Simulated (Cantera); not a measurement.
A perfectly stirred reactor is fed with CH₄ : H₂ = 1 : 1.3 (molar parts), at 12.8 Torr; it is held at 1998 K, and followed from long to short residence time.

Cantera simulation using GRI-Mech 3.0 (53 species, 325 reactions); the numbers are that mechanism's predictions, not measurements. GRI-Mech 3.0 stops at C3 and has no aromatics, soot or wall deposition, so with more carbon than oxygen in the feed, carbon stays in small species such as C2H2 where larger ones or solid carbon would form. Radical loss at walls, strong at low pressure, is not modelled.

What does this change do: H2 1.3 to 0.3 parts?


```json
[
 {"quantity": "x(CH₄) at τ = 4.80 s", "before": "0.00257", "after": "0.00307"},
 {"quantity": "x(H₂) at τ = 4.80 s", "before": "0.838", "after": "0.773"},
 {"quantity": "x(CH₃) at τ = 4.80 s", "before": "0.000543", "after": "0.000654"},
 {"quantity": "x(C₂H₄) at τ = 4.80 s", "before": "2.09e-5", "after": "2.90e-5"},
 {"quantity": "x(C₂H₂) at τ = 4.80 s", "before": "0.150", "after": "0.215"},
 {"quantity": "x(CH₄) at τ = 0.120 s", "before": "0.0367", "after": "0.0462"},
 {"quantity": "x(H₂) at τ = 0.120 s", "before": "0.818", "after": "0.743"},
 {"quantity": "x(CH₃) at τ = 0.120 s", "before": "0.00397", "after": "0.00486"},
 {"quantity": "x(C₂H₄) at τ = 0.120 s", "before": "0.000371", "after": "0.000591"},
 {"quantity": "x(C₂H₂) at τ = 0.120 s", "before": "0.136", "after": "0.201"}
]
```

What does this change do: pressure from 12.8 Torr to 0.495 Torr?


```
quantity                  before     after
----------------------  --------  --------
x(CH₄) at τ = 4.80 s     0.00257    0.0232
x(H₂) at τ = 4.80 s        0.838     0.826
x(CH₃) at τ = 4.80 s    0.000543   0.00316
x(C₂H₄) at τ = 4.80 s    2.09e-5  0.000176
x(C₂H₂) at τ = 4.80 s      0.150     0.141
x(CH₄) at τ = 0.120 s     0.0367     0.201
x(H₂) at τ = 0.120 s       0.818     0.705
x(CH₃) at τ = 0.120 s    0.00397    0.0152
x(C₂H₄) at τ = 0.120 s  0.000371   0.00555
x(C₂H₂) at τ = 0.120 s     0.136    0.0700
```

What does this change do: H2 1.3 to 0.28 parts?


```
quantity                  before     after
----------------------  --------  --------
x(CH₄) at τ = 4.80 s     0.00257   0.00309
x(H₂) at τ = 4.80 s        0.838     0.771
x(CH₃) at τ = 4.80 s    0.000543  0.000657
x(C₂H₄) at τ = 4.80 s    2.09e-5   2.92e-5
x(C₂H₂) at τ = 4.80 s      0.150     0.217
x(CH₄) at τ = 0.120 s     0.0367    0.0465
x(H₂) at τ = 0.120 s       0.818     0.741
x(CH₃) at τ = 0.120 s    0.00397   0.00488
x(C₂H₄) at τ = 0.120 s  0.000371  0.000598
x(C₂H₂) at τ = 0.120 s     0.136     0.203
```
